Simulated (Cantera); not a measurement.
Feed: 1 mol LiOH, 2 mol O2, equilibrated at 0.190 bar.

Equilibrium computed with Cantera from the NASA thermochemical tables; the gas is ideal and each condensed phase is pure. Candidate condensed phases: H2O, Li, LiH, LiOH, Li2O; 17 gas species. The numbers say what is thermodynamically allowed, not how fast it happens.

Task: What share of the Li ends up in condensed phases as a function of T (K), at 1523, 1573, 1623, 1673, 1723, 1773, 1823, 1873, 1923, 1973?

Result: 
```
T (K)  Li condensed (%)       as
-----  ----------------  -------
1523               90.5  Li2O(s)
1573               85.6  Li2O(s)
1623               78.9  Li2O(s)
1673               70.5  Li2O(s)
1723               60.2  Li2O(s)
1773               48.6  Li2O(s)
1823               36.3  Li2O(s)
1873               25.2  Li2O(l)
1923               15.0  Li2O(l)
1973                4.3  Li2O(l)
```
